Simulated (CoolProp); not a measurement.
Values from CoolProp's reference Helmholtz-energy equation of state, Thol 2019.

Give the vapour pressure (MPa), liquid density (kg/m³), vapour density (kg/m³), enthalpy of vaporisation (kJ/kg) of saturated dodecamethylpentasiloxane (MD3M) at 157.35 °C.


```tsv
T (°C)	p (MPa)	liquid density (kg/m³)	vapour density (kg/m³)	enthalpy of vaporisation (kJ/kg)
157.35	0.0131	738	1.44	135
```
